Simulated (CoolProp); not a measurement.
A single-stage vapour-compression cycle with chlorine: evaporating at 262.15 K (dew point), condensing at 307.15 K (bubble point), superheat 2 K, subcooling 5 K, compressor efficiency 0.9, no pressure losses. Each further row changes one setting.

Values from CoolProp's reference Helmholtz-energy equation of state, Thol 2021.

| case | cooling COP | pressure ratio | discharge temperature (K) | refrigerating effect (kJ/kg) | volumetric capacity (kJ/m³) |
|---|---|---|---|---|---|
| as stated | 4.47 | 3.89 | 380.0 | 235 | 2010 |
| evaporating temperature 267.15 K | 5.22 | 3.27 | 369.8 | 237 | 2390 |
| condensing temperature 302.15 K | 5.13 | 3.42 | 367.5 | 240 | 2060 |
| subcooling 10 K | 4.56 | 3.89 | 380.0 | 240 | 2060 |
| superheat 12 K | 4.38 | 3.89 | 393.6 | 240 | 1970 |
| compressor efficiency 0.8 | 3.97 | 3.89 | 392.0 | 235 | 2010 |
